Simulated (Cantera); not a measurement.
Input (Python, Cantera) and output of one run.

```python
import numpy as np
import cantera as ct

gas_names = """
    CL CL2 H HCL H2 Si SiCL SiCL2 SiCL3 SiCL4 SiH SiHCL3 SiH2 SiH2CL2 SiH3 SiH3CL SiH4 Si2 Si3
""".split()
cond_names = """
    Si(cr) Si(L)
""".split()


# ... load() reads the species with a 1 bar reference pressure and builds the phases ...
atoms = {
    'Si': {'Si': 1},
    'HCl': {'H': 1, 'CL': 1},
}
top_T = {}  # K; cautious upper limits of use, not melting points


# ... equilibrate(T, P, feed) seeds the gas with the atoms and calls Mixture.equilibrate('TP', solver="vcs", rtol=1e-11, max_steps=5000) ...
results = []
feed = {'Si': 1, 'HCl': 18}  # mol
T = 1573.15  # K
P = 490  # Pa
mix = equilibrate(T, P, feed)
results.append((T, P, feed, dict(zip(mix.species_names, mix.species_moles))))
x = sorted(zip(gas.X, gas.species_names), reverse=True)
print(f"T = {T:g} K  P = {P:g} Pa  gas = {mix.phase_moles(0):.4g} mol")
print("   x: " + "  ".join(f"{s} {v:.3e}" for v, s in x if v > 0.0001))
print("   condensed (mol): " + ("  ".join(f"{mix.phase(i).name} {mix.phase_moles(i):.4g}"
      for i in range(1, mix.n_phases) if mix.phase_moles(i) > 1e-12) or "none"))
```

It prints:

```
T = 1573.15 K  P = 490 Pa  gas = 17.71 mol
   x: HCL 8.678e-01  H2 7.412e-02  SiCL2 3.340e-02  SiCL3 1.186e-02  SiCL4 1.107e-02  CL 1.474e-03  H 1.584e-04  SiHCL3 1.254e-04
   condensed (mol): none
```

Cantera equilibrium calculation (NASA polynomials, part measured and part estimated; ideal gas, pure solids and liquids). The tables' values for SiCl3 are old estimates; treat these amounts as uncertain.
